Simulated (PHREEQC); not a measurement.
1 kg of water holding 0.0059 mol KCl, 0.13 mol Na2SO4, 0.28 mol NaHCO3, 0.21 mol Na2CO3 and 0.1 mol NaCl is evaporated at 25 °C; the solids stay in contact with the brine. CO2 from the air is kept out. The run lets Arcanite, Burkeite, Glaserite, Halite, Kalicinite, Mirabilite, Misenite, Nahcolite, Natron, Sylvite, Thenardite, Trona precipitate or redissolve, and no other solid.

All values are PHREEQC results (Pitzer model, pitzer.dat), not measurements.

### Question
Predict ionic strength, water activity at water left (kg) = 1, 0.5552, 0.4563, 0.03666, 0.02864.

### Answer
```csv
water left (kg),ionic strength,water activity
1,1.41,0.976
0.5552,2.53,0.959
0.4563,3.08,0.950
0.03666,9.63,0.787
0.02864,9.14,0.770
```

Complexes and solids missing from the database can't appear.
